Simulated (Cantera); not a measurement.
What does this Cantera script print?

```python
import numpy as np
import cantera as ct

gas = ct.Solution("h2o2.yaml")
gas.TPX = 723, 500000, {'H2': 1, 'O2': 0.208, 'N2': 0.896}
flame = ct.FreeFlame(gas, width=0.013)
flame.set_refine_criteria(ratio=3, slope=0.08, curve=0.16)
flame.transport_model = "mixture-averaged"
flame.solve(loglevel=0, auto=True)
flame.transport_model = "multicomponent"
flame.soret_enabled = False
flame.solve(loglevel=0, refine_grid=True)
z, T = flame.grid, flame.T
thick = (T[-1] - T[0]) / np.gradient(T, z).max()
show = ['H2', 'O2', 'HO2', 'H2O', 'O', 'H']
print(f"laminar burning velocity  {flame.velocity[0] * 100:.3f} cm/s")
print(f"burnt temperature         {T[-1]:.1f} K")
print(f"thermal thickness         {thick * 1e3:.4f} mm")
print(f"grid points               {len(z)}")
z0 = z[flame.heat_release_rate.argmax()]
print(f"{'z/mm':>9s}{'T/K':>9s}{'u/(m/s)':>9s}" + "".join(f"{s:>11s}" for s in show))
rows = []
for k in (-3, -2, -1.5, -1, -0.5, -0.25, 0, 0.25, 0.5, 1, 2, 4, 8):
    zz = z0 + k * thick
    rows.append([k * thick, np.interp(zz, z, T), np.interp(zz, z, flame.velocity),
                 *(np.interp(zz, z, flame.X[gas.species_index(s)]) for s in show)])
    print(f"{rows[-1][0] * 1e3:9.3f}{rows[-1][1]:9.1f}{rows[-1][2]:9.3f}" + "".join(f"{x:11.3e}" for x in rows[-1][3:]))
```

Result:

```
laminar burning velocity  1111.721 cm/s
burnt temperature         2195.7 K
thermal thickness         0.0660 mm
grid points               109
     z/mm      T/K  u/(m/s)         H2         O2        HO2        H2O          O          H
   -0.198    723.0   11.117  4.753e-01  9.886e-02  6.647e-11  7.093e-11  3.834e-15  1.825e-14
   -0.132    723.0   11.117  4.753e-01  9.886e-02  3.770e-09  3.200e-09  1.284e-12  1.074e-11
   -0.099    723.0   11.117  4.753e-01  9.886e-02  9.199e-08  6.285e-08  8.232e-11  9.743e-10
   -0.066    723.5   11.123  4.752e-01  9.887e-02  6.211e-06  4.087e-06  2.021e-08  4.328e-07
   -0.033    776.9   11.852  4.688e-01  9.797e-02  5.475e-04  2.809e-03  2.392e-05  4.761e-04
   -0.016   1011.8   15.125  4.390e-01  8.937e-02  4.207e-04  2.591e-02  3.253e-04  6.560e-03
    0.000   1368.7   19.955  3.706e-01  5.990e-02  2.104e-04  9.024e-02  1.534e-03  2.784e-02
    0.016   1625.2   23.388  3.065e-01  2.390e-02  8.044e-05  1.617e-01  1.683e-03  4.897e-02
    0.033   1753.3   25.077  2.810e-01  7.077e-03  2.316e-05  1.955e-01  9.349e-04  5.485e-02
    0.066   1863.2   26.477  2.769e-01  8.020e-04  2.554e-06  2.093e-01  4.259e-04  4.886e-02
    0.132   1960.0   27.668  2.840e-01  1.012e-04  4.048e-07  2.126e-01  2.437e-04  3.671e-02
    0.264   2043.7   28.673  2.915e-01  4.116e-05  1.923e-07  2.147e-01  1.231e-04  2.498e-02
    0.528   2107.6   29.423  2.973e-01  1.727e-05  8.692e-08  2.165e-01  5.186e-05  1.570e-02
```

Model: the H2/O2 subset of GRI-Mech 3.0, which has no nitrogen chemistry, integrated in Cantera. The hydrogen kinetics of GRI-Mech 3.0 are dated; newer H2 mechanisms differ, most at raised pressure. Burning velocities carry a grid error of a few per cent, more on coarse grids.
